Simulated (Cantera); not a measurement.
A freely propagating, adiabatic, planar premixed flame of C3H8 : O2 : N2 = 1 : 5.21 : 18.2 (molar parts), equivalence ratio 0.96, unburnt at 548 K and 830000 Pa; mixture-averaged transport, grid criteria slope 0.08 and curve 0.16, no radiation.

Computed with Cantera and GRI-Mech 3.0 (53 species, 325 reactions). GRI-Mech 3.0 was tuned for natural gas; its chemistry of propane as a main component is partial and can be far from experiment. Burning velocities carry a grid error of a few per cent, more on coarse grids.

x: mole fraction of selected species; z is measured from the peak of heat release.

| z (mm) | T (K) | u (m/s) | x C3H8 | x O2 | x CH4 | x C2H | x H2 | x HCO |
|---|---|---|---|---|---|---|---|---|
| -0.142 | 548 | 0.835 | 0.0409 | 0.213 | 8.34e-7 | <1e-8 | 0.000737 | <1e-8 |
| -0.0945 | 550 | 0.839 | 0.0409 | 0.213 | 8.50e-6 | <1e-8 | 0.00206 | <1e-8 |
| -0.0709 | 557 | 0.852 | 0.0408 | 0.212 | ? | <1e-8 | ? | <1e-8 |
| -0.0472 | 610 | 0.939 | 0.0402 | 0.206 | 0.000228 | <1e-8 | 0.00669 | <1e-8 |
| -0.0236 | 974 | 1.54 | 0.0308 | 0.167 | 0.00143 | <1e-8 | 0.0117 | 3.58e-7 |
| -0.0118 | 1401 | 2.27 | 0.0124 | 0.121 | 0.00261 | 2.65e-8 | 0.0143 | 1.46e-5 |
| 0 | ? | 3.04 | ? | ? | ? | ? | 0.0139 | ? |
| 0.0118 | 2051 | 3.38 | 2.77e-7 | 0.0435 | 0.000218 | 1.56e-6 | 0.0101 | 1.48e-5 |
| 0.0236 | 2144 | 3.52 | <1e-8 | 0.0326 | 1.26e-5 | 1.00e-7 | 0.00812 | 1.31e-6 |
| 0.0472 | 2250 | 3.66 | <1e-8 | 0.0249 | 5.12e-8 | <1e-8 | 0.00699 | 1.34e-7 |
| 0.0945 | 2353 | 3.80 | <1e-8 | 0.0197 | <1e-8 | <1e-8 | 0.00556 | 5.02e-8 |
| 0.189 | 2430 | 3.91 | <1e-8 | 0.0159 | <1e-8 | <1e-8 | 0.00403 | 1.86e-8 |
| 0.378 | 2472 | 3.96 | <1e-8 | 0.0137 | <1e-8 | <1e-8 | 0.00312 | <1e-8 |

Question: What belongs in the gaps?

Answer: 
- -0.0709, x CH4: 3.79e-5
- -0.0709, x H2: 0.00365
- 0, T (K): 1837
- 0, x C3H8: 0.000403
- 0, x O2: 0.0711
- 0, x CH4: 0.00170
- 0, x C2H: 1.90e-6
- 0, x HCO: 5.81e-5
